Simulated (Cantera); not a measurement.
Input: 1 mol Ta(OEt)5, 0.17 mol O2, 40 mol H2, equilibrated at 1.30 bar.

Equilibrium computed with Cantera from the NASA thermochemical tables; the gas is ideal and each condensed phase is pure. Candidate condensed phases: C, C6H6, C7H8, C8H18, H2O, Ta, TaC, Ta2O5; 113 gas species. The feed counts by its element totals alone. TaC: taken at fixed stoichiometry. Condensed phases not in the tables: Ta2C. Equilibrium is a limit: real reactors are often held back by kinetics, nucleation or transport.

### Question
At 2098 K, list the 6 most abundant gas species with their mole fractions, and the condensed phases.

### Answer
H2 0.904, CO 0.0922, H 0.00257, C2H2 (acetylene) 0.00129, CH4 0.000352, CH3 1.95e-5. Condensed: C(graphite) + TaC(s).
